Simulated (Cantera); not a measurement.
## Thermodynamics of carbon deposition, reforming and gasification, feed CH3OH + CO2 + H2

Charge: 1 mol CH3OH, 0.071 mol CO2, 93 mol H2, held at 1423 K and 360 Pa.

Equilibrium computed with Cantera from the NASA thermochemical tables; the gas is ideal and each condensed phase is pure. Candidate condensed phases: C, C6H6, C7H8, C8H18, H2O; 110 gas species. The numbers say what is thermodynamically allowed, not how fast it happens.

```json
{
 "x(H2)": "0.988",
 "x(CO)": "0.0111",
 "x(H2O)": "0.000735",
 "x(H)": "0.000110",
 "x(CO2)": "3.66e-6",
 "gas_amount": "96.08 mol",
 "log10 activity of C(graphite) (absent)": "-3.78"
}
```
